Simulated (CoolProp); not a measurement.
Saturation properties of toluene.

The numbers come from the reference Helmholtz-energy equation of state, Lemmon 2006 in CoolProp. It is a short technical equation, of lower accuracy than the large ones.

| T (°C) | p (kPa) | liquid density (kg/m³) | vapour Z | surface tension (mN/m) | liquid viscosity (µPa s) | vapour viscosity (µPa s) |
|---|---|---|---|---|---|---|
| 117.85 | 124.0 | 771.6 | 0.9533 | 17.1 | 236 | 8.95 |
| 130.95 | 174.6 | 757.8 | 0.9407 | 15.7 | 215 | 9.23 |
| 144.15 | 240.6 | 743.5 | 0.9259 | 14.3 | 197 | 9.51 |
| 157.25 | 323.6 | 728.8 | 0.9090 | 12.9 | 181 | 9.80 |
| 170.35 | 426.7 | 713.5 | 0.8898 | 11.6 | 166 | 10.1 |
| 183.45 | 552.8 | 697.6 | 0.8681 | 10.2 | 153 | 10.4 |
| 196.65 | 706.5 | 680.7 | 0.8434 | ___ | 141 | 10.7 |
| 209.75 | 888.6 | 663.0 | 0.8159 | 7.75 | 130 | 11.1 |
| 222.85 | 1104 | 644.2 | 0.7852 | 6.57 | 119 | 11.4 |
| 235.95 | 1356 | 623.8 | 0.7508 | 5.43 | 109 | 11.8 |
| 249.15 | 1651 | ___ | 0.7117 | 4.34 | 99.1 | 12.3 |
| 262.25 | 1990 | 576.7 | 0.6676 | 3.31 | 89.5 | 12.9 |
| 275.35 | 2380 | 548.4 | ___ | 2.35 | ___ | 13.6 |
| 288.45 | 2827 | 514.5 | 0.5572 | 1.48 | ___ | 14.6 |
| 301.55 | 3340 | 470.6 | 0.4830 | 0.708 | 58.3 | 16.1 |

Q: What belongs in the gaps?

A: 
- 196.65, surface tension (mN/m): 8.98
- 249.15, liquid density (kg/m³): 601.5
- 275.35, vapour Z: 0.6170
- 275.35, liquid viscosity (µPa s): 79.7
- 288.45, liquid viscosity (µPa s): 69.5

It boils at 110.6 °C under 1 atm.

Viscosity comes from a separate model (Avgeri 2015). Surface tension comes from a separate correlation (Mulero 2012).
